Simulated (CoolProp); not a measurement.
A single-stage vapour-compression cycle with the fluid: evaporating at 268.15 K (dew point), condensing at 334.15 K (bubble point), superheat 10 K, subcooling 2 K, compressor efficiency 0.65, no pressure losses. The same conditions are run with several fluids, on thermodynamics alone (safety and materials aside).

The numbers come from the reference Helmholtz-energy equation of state of each fluid (n-butane: Bücker 2006; n-perfluorobutane: Gao 2022; n-pentane: Thol 2019; propane: Lemmon 2009; R1336mzz(Z): McLinden 2020; R143a: Lemmon and Jacobsen 2000) in CoolProp.

| fluid | cooling COP | pressure ratio | discharge temperature (K) | refrigerating effect (kJ/kg) | volumetric capacity (kJ/m³) |
|---|---|---|---|---|---|
| n-butane | 1.95 | 7.69 | 358.0 | 248 | … |
| n-perfluorobutane | 1.19 | … | 334.2 | … | 318 |
| n-pentane | 2.01 | … | 354.8 | 255 | 156 |
| propane | 1.74 | 5.32 | 368.1 | 222 | 1880 |
| R1336mzz(Z) | 1.92 | 13.1 | 349.9 | 111 | 154 |
| R143a | 1.46 | 5.55 | 368.1 | 93.7 | 2050 |

Question: Fill in the missing entries.

Answer: 
- n-butane, volumetric capacity (kJ/m³): 548
- n-perfluorobutane, pressure ratio: 8.22
- n-perfluorobutane, refrigerating effect (kJ/kg): 33.1
- n-pentane, pressure ratio: 11.4

The compression ends wet for: n-perfluorobutane.
